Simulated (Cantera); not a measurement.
Cantera run:

```python
import numpy as np
import cantera as ct

gas_names = """
    C CO CO2 C2 C2O C3 C3O2 C4 C5 Ca CaO Ca2 O O2 O3
""".split()
cond_names = """
    C(gr) Ca(a) Ca(b) Ca(L) CaCO3(caL) CaO(s) CaO(L)
""".split()


# ... load() reads the species with a 1 bar reference pressure and builds the phases ...
atoms = {
    'CaCO3': {'Ca': 1, 'C': 1, 'O': 3},
    'C': {'C': 1},
    'O2': {'O': 2},
}
top_T = {'C(gr)': 4500}  # K; cautious upper limits of use, not melting points


# ... equilibrate(T, P, feed) seeds the gas with the atoms and calls Mixture.equilibrate('TP', solver="vcs", rtol=1e-11, max_steps=5000) ...
results = []
feed = {'CaCO3': 1, 'C': 0.21, 'O2': 3.3}  # mol
T = 2098  # K
P = 550000  # Pa
mix = equilibrate(T, P, feed)
results.append((T, P, feed, dict(zip(mix.species_names, mix.species_moles))))
x = sorted(zip(gas.X, gas.species_names), reverse=True)
print(f"T = {T:g} K  P = {P:g} Pa  gas = {mix.phase_moles(0):.4g} mol")
print("   x: " + "  ".join(f"{s} {v:.3e}" for v, s in x if v > 1e-06))
print("   condensed (mol): " + ("  ".join(f"{mix.phase(i).name} {mix.phase_moles(i):.4g}"
      for i in range(1, mix.n_phases) if mix.phase_moles(i) > 1e-12) or "none"))
```

It prints:

```
T = 2098 K  P = 550000 Pa  gas = 4.302 mol
   x: O2 7.182e-01  CO2 2.809e-01  O 4.955e-04  CO 4.076e-04
   condensed (mol): CaO(s) 1
```

Equilibrium computed with Cantera from the NASA thermochemical tables; the gas is ideal and each condensed phase is pure.
